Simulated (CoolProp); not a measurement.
Properties of n-butane along the isobar 6.42 MPa (Tc = 425.1 K, pc = 3.796 MPa, ω = 0.201).

Model: reference Helmholtz-energy equation of state, Bücker 2006, in CoolProp.

```csv
T (K),phase,Z,cv (kJ/(kg K)),Joule-Thomson coefficient (K/MPa)
294.6,liquid,0.2597,1.715,-0.3375
301.5,liquid,0.2570,1.739,-0.3160
308.5,liquid,0.2545,1.764,-0.2925
315.4,liquid,0.2523,1.789,-0.2674
322.3,liquid,0.2504,1.815,-0.2401
329.2,liquid,0.2487,1.841,-0.2103
336.1,liquid,0.2473,1.868,-0.1775
343,liquid,0.2462,1.895,-0.1413
349.9,liquid,0.2453,1.922,-0.1009
356.8,liquid,0.2448,1.949,-0.05561
363.7,liquid,0.2446,1.977,-0.004291
370.6,liquid,0.2448,2.006,0.05442
```
